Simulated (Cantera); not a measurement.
Charge: 1 mol V₂O₃, 1.7 mol H₂, held at 873 K and 0.133 bar.

Equilibrium computed with Cantera from the NASA thermochemical tables; the gas is ideal and each condensed phase is pure. Candidate condensed phases: H₂O, V, VO, V₂O₃, V₂O₄, V₂O₅; 12 gas species. Condensed phases not in the tables: the oxides between V₂O₃ and V₂O₅ other than VO₂. Rates play no part.

**Question.** What is the equilibrium state?

**Answer.** 
```
Quantity                                Value
----------------------------------  ---------
x(H₂)                                   1.000
x(H₂O)                                8.56e-6
n(V₂O₃(s))                          1.000 mol
gas amount                          1.700 mol
log10 activity of V(s) (absent)         -4.18
log10 activity of V₂O₅(s) (absent)     -23.10
```
